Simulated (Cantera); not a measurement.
Feed: 1 mol MgCO3, 0.066 mol SO3, 0.17 mol CO2, held at 1 atm.

Method: chemical equilibrium by Gibbs-energy minimisation in Cantera with the NASA 1993 tables (ideal gas, pure condensed phases). Candidate condensed phases: C, Mg, MgCO3, MgO, MgS, MgSO4, S; 26 gas species. Kinetics and transport are ignored.

Question: At 1473 K, list the 5 most abundant gas species with their mole fractions, and the condensed phases.

Answer: CO2 0.922, SO2 0.0517, O2 0.0258, SO3 0.000359, CO 1.85e-5. Condensed: MgO(s).
